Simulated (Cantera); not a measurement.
A closed system holds: 1 mol PbO, a varied amount of CO, held at 5550 Torr.

These are equilibrium values from Cantera (NASA tables, ideal gas, pure condensed phases), not measurements of a reactor. Candidate condensed phases: C, Pb, PbO, PbO₂, Pb₃O₄; 15 gas species. Each liquid is taken as pure. Mutual solubility and eutectic melting of coexisting phases are not modelled. Equilibrium is a limit: real reactors are often held back by kinetics, nucleation or transport.

Stable condensed phases, one row left out:

```
T in K \ n(CO) in mol
         0.72  2.6  4.5  6.4  8.2   10   12   14
   1598     A    B    B    B    B    B    B    B
   1548     A    B    B    B    B    B    B    B
   1498     A    B    B    B    B    B    B    B
   1448     A    B    B    B    B    B    B    B
   1398     A    B    B    B    B    B    B    B
   1348     A    B    B    B    B    B    B    B
   1298     A    B    B    B    B    B    B    B
   1248     A    B    B    B    B    B    B    B
   1148     A    B    B    C    C    C    C    C
   1098     A    B    C    C    C    C    C    C
   1048     A    C    C    C    C    C    C    C
```

A: Pb + PbO; B: Pb; C: C + Pb.

Question: Give the row for 1198 K.

Answer: 0.72: Pb + PbO; 2.6: Pb; 4.5: Pb; 6.4: Pb; 8.2: Pb; 10: C + Pb; 12: C + Pb; 14: C + Pb.
